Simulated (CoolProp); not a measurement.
Aqueous potassium carbonate as a coolant, at 27 °C, 1 atm.

Computed with CoolProp (Melinder's fits for secondary coolants).

```
mass %  freezing point (°C)  density (kg/m³)  cp (kJ/(kg K))  viscosity (mPa s)  Prandtl number
------  -------------------  ---------------  --------------  -----------------  --------------
3.5                    -1.1             1028           3.985                ___            6.03
6                      -2.0             1051           3.871              0.979             ___
8.5                    -3.0             1074           3.767               1.05            6.55
11                      ___             1098           3.668               1.12            6.88
13.4                   -5.1             1121           3.575               1.21            7.22
15.9                   -6.4             1145           3.478               1.30            7.62
18.4                   -7.8             1171           3.381               1.41            8.06
20.9                   -9.4             1196             ___                ___            8.55
23.4                  -11.4             1223           3.191               1.68            9.13
25.9                  -13.7             1250             ___               1.85            9.81
28.4                  -16.5             1277           3.020               2.05            10.6
```

Task: Complete the blanks.

Result: 
- 3.5, viscosity (mPa s): 0.920
- 6, Prandtl number: 6.27
- 11, freezing point (°C): -4.0
- 20.9, cp (kJ/(kg K)): 3.285
- 20.9, viscosity (mPa s): 1.54
- 25.9, cp (kJ/(kg K)): 3.102
